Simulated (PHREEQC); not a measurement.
A solution holds 1.1 mmol/kgw KHCO3, 44 mmol/kgw KOH and 0.23 mmol/kgw LiCl, at 25 °C. Closed to the air; pH follows from the charge balance.

The numbers come from PHREEQC with the ion-association model, wateq4f.dat.

```csv
quantity,before,after
pH,12.54,12.42
ionic strength (mol/kgw),0.0464,0.0662
```

What was changed between the two runs?
A. temperature from 25 to 80 °C
B. KHCO3 from 0.0011 to 0.011 mol/kgw
C. KHCO3 left out
D. LiCl replaced by CdCl2 at the same molality

B, KHCO3 from 0.0011 to 0.011 mol/kgw

Precipitation was switched off in this run.
